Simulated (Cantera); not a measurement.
An isothermal, constant-pressure homogeneous reactor starts with CO : O2 : H2O : N2 = 0.023 : 0.038 : 0.0081 : 1 (molar parts), equivalence ratio 0.30, at 1425 K and 170000 Pa.

Model: GRI-Mech 3.0 (53 species, 325 reactions), integrated in Cantera.

Predict: x(CO) at 40.0 s; x(O2) at 40.0 s; x(H2O) at 40.0 s; x(O) at 40.0 s; x(OH) at 40.0 s; x(NO) at 40.0 s.


- x(CO) at 40.0 s = 1.59e-7 (gas-phase equilibrium 1.59e-7)
- x(O2) at 40.0 s = 0.0251 (gas-phase equilibrium 0.0249)
- x(H2O) at 40.0 s = 0.00766 (gas-phase equilibrium 0.00766)
- x(O) at 40.0 s = 1.70e-7 (gas-phase equilibrium 1.69e-7)
- x(OH) at 40.0 s = 5.62e-6 (gas-phase equilibrium 5.61e-6)
- x(NO) at 40.0 s = 2.95e-6 (gas-phase equilibrium 0.000315)
